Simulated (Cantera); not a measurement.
A perfectly stirred reactor is fed with 95.6 % N₂O, 4.40 % H₂O, at 0.133 bar; it is held at 1198 K, and followed from long to short residence time.

Detailed kinetics in Cantera: GRI-Mech 3.0 (53 species, 325 reactions). GRI-Mech 3.0 was tuned for natural gas; its chemistry of N2O as a main component is partial and can be far from experiment. The mechanism lacks the step 2 NO + O2 → 2 NO2, which can matter for NO2 below about 1400 K. The temperature is held fixed by assumption; the heat of reaction is taken as removed at once.

x: mole fraction; the columns are a selection and need not sum to one.

```csv
τ (s),x N₂O,x H₂O,x NO,x N₂,x OH,x NO₂,x O
0.42,0.902,0.0432,0.00282,0.0350,1.87e-5,…,1.85e-6
0.21,0.928,0.0436,0.00142,0.0181,1.69e-5,…,1.90e-6
0.10,0.943,0.0438,0.000676,0.00878,1.48e-5,…,1.96e-6
0.052,0.949,0.0439,0.000359,0.00460,1.30e-5,…,1.99e-6
0.026,0.952,0.0439,0.000188,0.00230,1.11e-5,…,2.02e-6
0.013,0.954,0.0439,0.000101,0.00114,9.21e-6,…,2.03e-6
0.0066,0.955,0.0440,5.46e-5,0.000577,7.42e-6,…,2.02e-6
0.0033,0.956,0.0440,2.85e-5,0.000285,5.62e-6,…,2.01e-6
0.0016,0.956,0.0440,1.40e-5,0.000137,3.80e-6,…,1.99e-6
0.00082,0.956,0.0440,7.06e-6,6.87e-5,2.34e-6,…,1.94e-6
```

**Question.** Some entries are withheld; supply them.

**Answer.** 
- 0.42, x NO₂: 0.000427
- 0.21, x NO₂: 0.000306
- 0.10, x NO₂: 0.000182
- 0.052, x NO₂: 9.87e-5
- 0.026, x NO₂: 4.37e-5
- 0.013, x NO₂: 1.59e-5
- 0.0066, x NO₂: 4.66e-6
- 0.0033, x NO₂: 9.71e-7
- 0.0016, x NO₂: 1.23e-7
- 0.00082, x NO₂: 1.24e-8
